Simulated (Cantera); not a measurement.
Charge: 1 mol SiHCl₃, 23 mol N₂, 60 mol H₂, at 195 Torr.

Method: chemical equilibrium by Gibbs-energy minimisation in Cantera with the NASA 1993 tables (ideal gas, pure condensed phases). Candidate condensed phases: NH₄Cl, Si, Si₃N₄; 28 gas species. Rates play no part. All values below are at 1450 °C.

Base state: H₂ 0.700, N₂ 0.265, HCl 0.0343, SiCl₂ 0.000613, H 0.000299, Cl 1.14e-5 (mole fractions); condensed: Si₃N₄(s).

What changes in the equilibrium state with this change: N₂ from 23 to 0.44 mol?


| species | before | after |
|---|---|---|
| H₂ | 0.700 | 0.950 |
| HCl | 0.0343 | 0.0375 |
| N₂ | 0.265 | 0.00705 |
| SiCl₂ | 0.000613 | 0.00512 |
| SiH₂ | 1.25e-6 | 1.61e-5 |
| SiCl | 1.16e-6 | 1.04e-5 |
| SiCl₃ | 9.22e-6 | 7.23e-5 |
| Si₃N₄(s), mol | 0.316 | 0 |
| Si(l), mol | 0 | 0.672 |
The tables' values for SiCl₃, SiCl are old estimates; treat these amounts as uncertain. Gases not in the tables: Si₂H₆ and higher silanes.
